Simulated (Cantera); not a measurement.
A Cantera script and what it prints.

```python
import numpy as np
import cantera as ct

gas_names = [...]  # 113 gases of nasa_gas.yaml made of C, H, O, Pb
cond_names = """
    C(gr) C6H6(L) C7H8(L) C8H18(L),n-octa H2O(s) H2O(L) Pb(cr) Pb(L) PbO(rd) PbO(yw) PbO(L) PbO2(s)
    Pb3O4(s)
""".split()


# ... load() reads the species with a 1 bar reference pressure and builds the phases ...
atoms = {
    'Pb': {'Pb': 1},
    'CO2': {'C': 1, 'O': 2},
    'H2': {'H': 2},
    'CO': {'C': 1, 'O': 1},
}
top_T = {'C(gr)': 4500, 'Pb3O4(s)': 820}  # K; cautious upper limits of use, not melting points


# ... equilibrate(T, P, feed) seeds the gas with the atoms and calls Mixture.equilibrate('TP', solver="vcs", rtol=1e-11, max_steps=5000) ...
results = []
feed = {'Pb': 1, 'CO2': 0.051, 'H2': 5.6, 'CO': 0.44}  # mol
P = 1900  # Pa
for T in [1100, 1250, 1400, 1550, 1700, 1850, 2000]:
    mix = equilibrate(T, P, feed)
    results.append((T, P, feed, dict(zip(mix.species_names, mix.species_moles))))
    x = sorted(zip(gas.X, gas.species_names), reverse=True)
    print(f"T = {T:g} K  P = {P:g} Pa  gas = {mix.phase_moles(0):.4g} mol")
    print("   x: " + "  ".join(f"{s} {v:.3e}" for v, s in x if v > 0.0001))
    print("   condensed (mol): " + ("  ".join(f"{mix.phase(i).name} {mix.phase_moles(i):.4g}"
          for i in range(1, mix.n_phases) if mix.phase_moles(i) > 1e-12) or "none"))
```

Output:

```
T = 1100 K  P = 1900 Pa  gas = 6.13 mol
   x: H2 9.059e-01  CO 7.943e-02  H2O 7.666e-03  Pb 6.377e-03  CO2 6.631e-04
   condensed (mol): Pb(L) 0.9609
T = 1250 K  P = 1900 Pa  gas = 6.552 mol
   x: H2 8.473e-01  CO 7.452e-02  Pb 7.038e-02  H2O 7.370e-03  CO2 4.142e-04
   condensed (mol): Pb(L) 0.5388
T = 1400 K  P = 1900 Pa  gas = 7.091 mol
   x: H2 7.828e-01  Pb 1.410e-01  CO 6.896e-02  H2O 6.911e-03  CO2 2.805e-04
   condensed (mol): none
T = 1550 K  P = 1900 Pa  gas = 7.092 mol
   x: H2 7.826e-01  Pb 1.410e-01  CO 6.902e-02  H2O 6.971e-03  CO2 2.198e-04  H 2.021e-04
   condensed (mol): none
T = 1700 K  P = 1900 Pa  gas = 7.094 mol
   x: H2 7.819e-01  Pb 1.409e-01  CO 6.903e-02  H2O 7.006e-03  H 9.452e-04  CO2 1.810e-04
   condensed (mol): none
T = 1850 K  P = 1900 Pa  gas = 7.103 mol
   x: H2 7.796e-01  Pb 1.408e-01  CO 6.897e-02  H2O 7.020e-03  H 3.451e-03  CO2 1.546e-04
   condensed (mol): none
T = 2000 K  P = 1900 Pa  gas = 7.128 mol
   x: H2 7.734e-01  Pb 1.403e-01  CO 6.875e-02  H 1.038e-02  H2O 7.004e-03  CO2 1.358e-04
   condensed (mol): none
```

Cantera equilibrium calculation (NASA polynomials, part measured and part estimated; ideal gas, pure solids and liquids).
